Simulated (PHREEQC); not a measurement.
Consider water at 25 °C with 0.105 mol/kgw Al2(SO4)3, 0.032 mol/kgw ZnCl2 and 0.0032 mol/kgw NaCl. Closed to the air; pH follows from the charge balance.

Computed with PHREEQC (ion-association model, phreeqc.dat).

No solid was allowed to form.

What pH, ionic strength does the model give?

pH 3.76; ionic strength 0.386 mol/kgw.

In which forms is Na present?

Na+ 94 %, NaSO4- 6.1 % of the Na.

The solution is supersaturated, for example in Gibbsite (slow to form), so a real one may precipitate; this is no full list. Complexes and solids missing from the database can't appear.
